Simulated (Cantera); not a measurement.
A closed system holds: 1 mol C₂H₂, 2.7 mol H₂O, 0.9 mol H₂, at 6700 Pa.

Equilibrium computed with Cantera from the NASA thermochemical tables; the gas is ideal and each condensed phase is pure. Candidate condensed phases: C, C₆H₆, C₇H₈, C₈H₁₈, H₂O; 110 gas species. The numbers say what is thermodynamically allowed, not how fast it happens.

x: gas mole fraction; nothing condenses.

```csv
T (°C),x H₂,x CO,x H₂O,x H,x CO₂,x OH
1375,0.604,0.289,0.0923,0.000267,0.0138,___
1475,0.603,0.290,0.0935,0.000685,0.0125,___
1575,0.601,0.291,0.0945,0.00159,0.0114,___
1675,0.599,0.292,0.0953,0.00338,0.0106,___
1775,0.595,0.292,0.0957,0.00668,0.00987,___
1875,0.590,0.292,0.0958,0.0124,0.00928,___
1975,0.583,0.291,0.0956,0.0217,0.00877,___
2075,0.571,0.289,0.0947,0.0360,0.00833,___
2175,0.554,0.286,0.0930,0.0572,0.00794,___
```

Task: Some entries are withheld; supply them.

Result: 
- 1375, x OH: 1.83e-6
- 1475, x OH: 6.20e-6
- 1575, x OH: 1.84e-5
- 1675, x OH: 4.86e-5
- 1775, x OH: 0.000117
- 1875, x OH: 0.000259
- 1975, x OH: 0.000532
- 2075, x OH: 0.00103
- 2175, x OH: 0.00187
